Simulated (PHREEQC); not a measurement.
0.24 g of hydrous ferric oxide (600 m²/g; 0.2 weak and 0.005 strong sites per Fe, Dzombak-Morel constants, diffuse double layer) in 1 kg of water with 0.05 mol/kgw of an inert sodium salt and 1e-06 mol/kgw BaCl2, 0.00064 mol/kgw Na2SO4 and 2.5e-05 mol/kgw Ag2SO4, at 25 °C; the pH is set by adding NaOH or the inert anion's acid. O2 is buffered at 0.21 atm. No CO2 enters from the air. No solid was allowed to form.

All values are PHREEQC results (ion-association model, wateq4f.dat), not measurements.

| pH | Ba sorbed (%) | S sorbed (%) | Ag sorbed (%) | surface charge σ (C/m²) | surface potential ψ (mV) |
|---|---|---|---|---|---|
| 3 | 0.0 | 32.7 | 0.0 | 0.078 | 92 |
| 3.67 | 0.0 | 32.5 | 0.0 | 0.076 | 91 |
| 4.33 | 0.0 | 31.4 | 0.0 | 0.074 | 89 |
| 5 | 0.0 | 27.5 | 0.3 | 0.067 | 85 |
| 5.67 | 0.1 | 20.2 | 2.7 | 0.056 | 76 |
| 6.33 | 0.4 | 11.4 | 12.3 | 0.042 | 64 |
| 7 | 0.6 | 3.9 | 23.0 | 0.028 | 47 |
| 7.67 | 1.2 | 0.6 | 31.0 | 0.011 | 21 |
| 8.33 | 4.6 | 0.0 | 45.7 | -0.006 | -11 |
| 9 | 22.9 | 0.0 | 71.7 | -0.026 | -44 |
| 9.67 | 71.4 | 0.0 | 90.7 | -0.054 | -75 |
| 10.33 | 95.4 | 0.0 | 97.5 | -0.095 | -102 |
| 11 | 99.3 | 0.0 | 99.2 | -0.153 | -125 |

The oxide is taken as insoluble; below pH 4 it would dissolve.
